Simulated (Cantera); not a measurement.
Input: 1 mol CuO, 0.7 mol CO, 0.45 mol H2, held at 0.00240 bar.

Method: chemical equilibrium by Gibbs-energy minimisation in Cantera with the NASA 1993 tables (ideal gas, pure condensed phases). Candidate condensed phases: C, C6H6, C7H8, C8H18, Cu, CuO, Cu(OH)2, Cu2O, H2O; 113 gas species. Rates play no part.

Question: At 1825 K, list the 6 most abundant gas species with their mole fractions, and the condensed phases.

Answer: CO2 0.347, Cu 0.300, H2O 0.257, CO 0.0777, H2 0.0147, OH 0.00133. Condensed: Cu(l).
